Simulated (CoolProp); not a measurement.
A Linde-Hampson liquefier for normal hydrogen: isothermal reversible compression at 300 K from 1 atm to 5 MPa, throttling to 1 atm, return gas leaving the recuperator 5 K below the feed. Each further row changes one setting.

Model: reference Helmholtz-energy equation of state, Leachman 2009, in CoolProp.

| case | compression work (kJ/kg of gas) |
|---|---|
| as stated | 4860 |
| high pressure 10 MPa | 5750 |
| warm-end temperature 330 K | 5340 |
| warm-end gap 10 K | 4860 |
